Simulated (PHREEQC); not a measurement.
0.03 g of hydrous ferric oxide (600 m²/g; 0.2 weak and 0.005 strong sites per Fe, Dzombak-Morel constants, diffuse double layer) in 1 kg of water with 0.005 mol/kgw of an inert sodium salt and 0.071 mmol/kgw ZnSO4, 8e-05 mmol/kgw BaCl2 and 0.00014 mmol/kgw CuSO4, at 25 °C; the pH is set by adding NaOH or the inert anion's acid. Oxygen is held at 0.21 atm. CO2 from the air is kept out. No solid was allowed to form.

All values are PHREEQC results (ion-association model, wateq4f.dat), not measurements.

```csv
pH,S sorbed (%),Zn sorbed (%),Ba sorbed (%),Cu sorbed (%),surface charge σ (C/m²)
3,42.2,0.0,0.0,0.0,0.046
3.67,41.7,0.0,0.0,0.1,0.041
4.33,38.3,0.0,0.0,2.3,0.038
5,30.7,0.4,0.0,26.6,0.032
5.67,20.2,1.9,0.0,69.4,0.026
6.33,10.3,4.9,0.0,92.1,0.020
7,4.8,17.6,0.0,96.6,0.016
7.67,2.3,34.7,0.0,85.6,0.016
8.33,0.6,44.1,0.0,40.2,0.014
9,0.1,45.6,0.0,18.5,0.007
9.67,0.0,45.0,0.1,16.1,0.000
10.33,0.0,44.1,2.1,16.0,-0.007
11,0.0,42.0,34.7,17.9,-0.020
```

Along this series the solution becomes supersaturated in solids that the run did not let form, among them Zn(OH)2-e. The database's constant for dissolved Cu(OH)2 is higher than later reviews accept. The oxide is taken as insoluble; below pH 4 it would dissolve.
